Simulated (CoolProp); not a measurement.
A simple Rankine cycle with water: condensing at 295.15 K, boiler at 5.7 MPa, turbine inlet 585.4 K, turbine efficiency 0.7, pump efficiency 0.8, no recuperator. Each further row changes one setting.

Computed with CoolProp (reference Helmholtz-energy equation of state, Wagner 2002).

```csv
case,thermal efficiency (%),net work (kJ/kg),heat in (kJ/kg),turbine exit temperature (K),volume ratio over the turbine
as stated,27.3,775,2840,295.1,1080
turbine inlet 605.4 K,27.5,797,2900,295.1,1030
condensing temperature 287.15 K,28.1,809,2870,287.1,1720
boiler pressure 3.99 MPa,26.5,767,2900,295.1,734
turbine efficiency 0.6,23.4,664,2840,295.1,1130
```

The expansion ends wet for: as stated; turbine inlet 605.4 K; condensing temperature 287.15 K; boiler pressure 3.99 MPa; turbine efficiency 0.6.
